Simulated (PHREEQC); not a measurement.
Make-up at 13 °C: 0.68 mol/kgw Na2CO3, 0.12 mol/kgw KCl and 3.9 mol/kgw KOH. Closed to the air; pH follows from the charge balance.

Equilibrium calculation in PHREEQC: Pitzer model, pitzer.dat.

Problem. The ionic strength comes out as 6.06 mol/kgw. What activity coefficients do OH-, HCO3-, Cl-, K+, CO3-2 get?

Solution. OH- 2.8, HCO3- 0.55, Cl- 0.59, K+ 0.82, CO3-2 0.25. Single-ion values are on the MacInnes scale.

Precipitation was switched off in this run. Species that the database lacks are ignored. In brines, pH and single-ion activities rest on the MacInnes convention. Constants without temperature data keep their 25 °C values here.
